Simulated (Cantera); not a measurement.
An isothermal, constant-pressure homogeneous reactor starts with 23.3 % NO, 76.7 % N2, at 1775 K and 1.00 bar.

Cantera simulation using GRI-Mech 3.0 (53 species, 325 reactions); the numbers are that mechanism's predictions, not measurements.

Q: Predict: x(NO) at 5.00 s; x(O) at 5.00 s; x(NO2) at 5.00 s; x(O2) at 5.00 s; x(N2O) at 5.00 s; x(N2) at 5.00 s.

A: 
- x(NO) at 5.00 s: 0.154 (gas-phase equilibrium 0.00300)
- x(O) at 5.00 s: 1.95e-5 (gas-phase equilibrium 3.26e-5)
- x(NO2) at 5.00 s: 0.000178 (gas-phase equilibrium 5.85e-6)
- x(O2) at 5.00 s: 0.0389 (gas-phase equilibrium 0.115)
- x(N2O) at 5.00 s: 9.81e-6 (gas-phase equilibrium 1.83e-7)
- x(N2) at 5.00 s: 0.807 (gas-phase equilibrium 0.882)
